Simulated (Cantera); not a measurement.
An isothermal, constant-pressure homogeneous reactor starts with CH4 : N2 = 1 : 510 (molar parts), at 1423 K and 0.160 bar.

Cantera simulation using GRI-Mech 3.0 (53 species, 325 reactions); the numbers are that mechanism's predictions, not measurements. GRI-Mech 3.0 stops at C3 and has no aromatics, soot or wall deposition, so with more carbon than oxygen in the feed, carbon stays in small species such as C2H2 where larger ones or solid carbon would form.

x: mole fraction; the columns are a selection and need not sum to one.

```csv
t (s),x CH4,x HCN,x H2,x C2H2,x H,x CH2
9.00e-5,0.00196,<1e-12,3.04e-10,<1e-12,1.30e-9,<1e-12
0.000228,0.00196,<1e-12,1.61e-9,<1e-12,2.46e-9,<1e-12
0.000580,0.00196,<1e-12,6.88e-9,<1e-12,3.45e-9,<1e-12
0.00147,0.00196,<1e-12,2.26e-8,<1e-12,3.67e-9,<1e-12
0.00374,0.00196,<1e-12,6.29e-8,<1e-12,3.68e-9,<1e-12
0.00949,0.00196,<1e-12,1.66e-7,<1e-12,3.69e-9,2.83e-12
0.0241,0.00196,<1e-12,4.30e-7,1.57e-11,3.81e-9,1.52e-11
0.0611,0.00195,<1e-12,[?],6.44e-10,[?],8.15e-11
0.155,0.00195,1.69e-12,[?],[?],[?],3.89e-10
0.394,0.00193,3.04e-11,2.10e-5,8.20e-7,2.66e-8,1.48e-9
1.00,0.00182,7.41e-10,0.000144,1.94e-5,1.06e-7,3.39e-9
```

Complete the blanks.


- 0.0611, x H2: 1.16e-6
- 0.0611, x H: 4.52e-9
- 0.155, x H2: 3.90e-6
- 0.155, x C2H2: 2.45e-8
- 0.155, x H: 8.26e-9
